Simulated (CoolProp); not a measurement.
Vapour-liquid equilibrium of R125 (1) + R236FA (2) at 297.5 K; x and y are mole fractions of (1).

Model: multi-fluid Helmholtz-energy mixture model, Lemmon 2005 and Pan 2012; pair parameters Bell 2016, in CoolProp.

| x | bubble pressure (bar) | y at the bubble point | dew pressure at overall composition x (bar) | liquid density (mol/L) |
|---|---|---|---|---|
| 0.05 | 3.140 | 0.180 | 2.779 | 9.023 |
| 0.2 | 4.602 | 0.503 | 3.203 | 9.216 |
| 0.35 | 6.107 | 0.678 | 3.775 | 9.403 |
| 0.5 | 7.668 | 0.790 | 4.585 | 9.579 |
| 0.65 | 9.299 | 0.870 | 5.811 | 9.736 |
| 0.8 | 11.02 | 0.932 | 7.851 | 9.862 |
| 0.95 | 12.88 | 0.984 | 11.63 | 9.935 |

No azeotrope shows between x = 0.05 and 0.95.

Pair parameters are fitted to limited data, so mixtures are less certain than the pure fluids.
